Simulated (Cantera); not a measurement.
What does this Cantera script print?

```python
import numpy as np
import cantera as ct

gas_names = """
    H HNO HNO2 HNO3 HO2 H2 H2O H2O2 N NH NH2 NH3 NH2OH NO NO2 NO3 N2 N2H2 N2H4 N2O O OH O2 O3 Zr ZrN ZrO
    ZrO2
""".split()
cond_names = """
    H2O(s) H2O(L) Zr(a) Zr(b) Zr(L) ZrN(s) ZrN(L) ZrO2(a) ZrO2(b) ZrO2(L)
""".split()


def load(file, names, dense=False):
    # The tables refer to 1 bar. Condensed volumes are neglected.
    table = {s.name: s for s in ct.Species.list_from_file(file)}
    out = []
    for n in names:
        d = dict(table[n].input_data)
        d["thermo"] = dict(d["thermo"], **{"reference-pressure": 1e5})
        if dense:
            d["equation-of-state"] = {"model": "constant-volume", "density": "1e6 g/cm^3"}
        out.append(ct.Species.from_dict(d))
    return out


gas = ct.Solution(thermo="ideal-gas", species=load("nasa_gas.yaml", gas_names))
cond = {s.name: ct.Solution(thermo="fixed-stoichiometry", species=[s], name=s.name)
        for s in load("nasa_condensed.yaml", cond_names, dense=True)}
atoms = {
    'ZrO2': {'Zr': 1, 'O': 2},
    'H2': {'H': 2},
    'N2': {'N': 2},
}
top_T = {}  # K; cautious upper limits of use, not melting points


def equilibrate(T, P, feed):
    n = {}
    for name, mol in feed.items():
        for a, k in atoms[name].items():
            n[a] = n.get(a, 0.0) + k * mol
    gas.TPX = T, P, n
    mass = sum(n.values()) * gas.mean_molecular_weight
    gas.equilibrate("TP")
    valid = [c for c in cond.values() if c.min_temp <= T <= top_T.get(c.name, c.max_temp)]
    mix = ct.Mixture([(gas, mass / gas.mean_molecular_weight)] + [(c, 0.0) for c in valid])
    mix.T, mix.P = T, P
    mix.equilibrate("TP", solver="vcs", rtol=1e-11, max_steps=5000)
    return mix


results = []
feed = {'ZrO2': 1, 'H2': 1400, 'N2': 37}  # mol
T = 1998  # K
P = 10  # Pa
mix = equilibrate(T, P, feed)
results.append((T, P, feed, dict(zip(mix.species_names, mix.species_moles))))
print(gas.report(threshold=0.001))
for i in range(1, mix.n_phases):
    print(f"{mix.phase(i).name:16s} {mix.phase_moles(i):12.5e} mol")
```

Output:

```
       temperature   1998 K
          pressure   10 Pa
           density   1.4999e-06 kg/m^3
  mean mol. weight   2.4918 kg/kmol
   phase of matter   gas

                          1 kg             1 kmol
                     ---------------   ---------------
          enthalpy         3.302e+07        8.2277e+07  J
   internal energy        2.6353e+07        6.5665e+07  J
           entropy        1.0671e+05         2.659e+05  J/K
    Gibbs function       -1.8019e+08         -4.49e+08  J
 heat capacity c_p             12952             32274  J/K
 heat capacity c_v            9615.4             23959  J/K

                      mass frac. Y      mole frac. X     chem. pot. / RT
                     ---------------   ---------------   ---------------
                 H          0.059119           0.14614           -14.437
                H2           0.67149           0.82995           -28.874
                N2           0.26832          0.023866           -39.883
     [  +25 minor]         0.0010741        4.2495e-05

Zr(b)             0.00000e+00 mol
ZrN(s)            0.00000e+00 mol
ZrO2(b)           9.66858e-01 mol
```

Equilibrium computed with Cantera from the NASA thermochemical tables; the gas is ideal and each condensed phase is pure.
